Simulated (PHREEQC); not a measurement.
PHREEQC input (Pitzer model, pitzer.dat):

```
SOLUTION 1
  temp 20
  units mol/kgw
  pH 7 charge
  Cl 0.654
  K 0.62
  S(6) 0.058
  Mg 0.058
  Li 0.034
END
USE solution 1
INCREMENTAL_REACTIONS false
REACTION 1
  H2O -1
  0 9.886 18.011 24.689 30.178 34.689 38.397 41.444
  43.949 46.007 47.699 49.089 50.232 51.172 51.944 52.578
  53.1 53.528 53.88 54.17 54.408 moles
EQUILIBRIUM_PHASES 1
  Arcanite 0 0
  Bischofite 0 0
  Brucite 0 0
  Carnallite 0 0
  Epsomite 0 0
  Hexahydrite 0 0
  Kainite 0 0
  Kieserite 0 0
  Leonite 0 0
  Misenite 0 0
  Schoenite 0 0
  Sylvite 0 0
  MgCl2_4H2O 0 0
SELECTED_OUTPUT 1
  -reset false
  -pH true
  -pe true
  -ionic_strength true
  -water true
  -activities H2O
  -totals Cl K Li Mg S
  -molalities H+ Li+ K+ Mg+2 Cl- SO4-2 OH- HSO4- MgOH+
  -equilibrium_phases Arcanite Bischofite Brucite Carnallite Epsomite Hexahydrite Kainite Kieserite Leonite Misenite
    Schoenite Sylvite MgCl2_4H2O
PRINT
  -reset false
END
```

Selected output (columns that matter, 12 of 21 rows; water left (kg) added in front):

```
water left (kg)	pH	mu	Cl	K	Li	Mg	S	m_H+	m_Li+	m_K+	la_H2O	Arcanite	Schoenite	Sylvite
1	6.9602	0.886	0.654	0.62	0.034	0.058	0.058	1.4467e-07	0.034	0.62	-0.0097364	0	0	0
0.675514	6.9114	1.3116	0.96815	0.91782	0.050332	0.085861	0.085861	1.5183e-07	0.050332	0.91782	-0.014473	0	0	0
0.456313	6.8348	1.9417	1.4332	1.3587	0.07451	0.12711	0.12711	1.5986e-07	0.07451	1.3587	-0.021716	0	0	0
0.375043	6.7814	2.3624	1.7438	1.6531	0.090656	0.15465	0.15465	1.6422e-07	0.090656	1.6531	-0.026739	0	0	0
0.253345	6.6328	3.4972	2.5815	2.4473	0.1342	0.22894	0.22894	1.7236e-07	0.1342	2.4473	-0.04114	0	0	0
0.171138	6.3202	4.6449	3.8215	3.268	0.19867	0.33891	0.1615	2.3542e-07	0.19867	3.268	-0.061587	0.030361	0	0
0.115613	6.0441	5.6254	4.7037	3.6863	0.29409	0.50168	0.14001	3.1895e-07	0.29409	3.6863	-0.078893	0.041813	0	0.11019
0.0780853	5.8765	6.1009	4.8014	3.2515	0.43542	0.74278	0.18556	3.7909e-07	0.43542	3.2515	-0.084578	0.043511	0	0.27908
0.0527548	5.6741	6.9013	4.9504	2.6747	0.64449	1.0994	0.28383	4.3298e-07	0.64449	2.6747	-0.095242	0.043027	0	0.39284
0.0433504	5.5584	7.5165	5.0436	2.3401	0.78431	1.3379	0.37834	4.4757e-07	0.78431	2.3401	-0.10392	0.041599	0	0.43536
0.0275581	5.4645	8.2343	5.1264	1.9096	1.2338	1.5206	0.52912	4.1088e-07	1.2338	1.9096	-0.11809	0.011229	0.016095	0.51273
0.0172527	5.0991	9.7236	5.7832	1.0963	1.9707	2.0037	0.64558	4.6547e-07	1.9707	1.0963	-0.1604	0	0.023431	0.55422
```

Complexes and solids missing from the database can't appear.
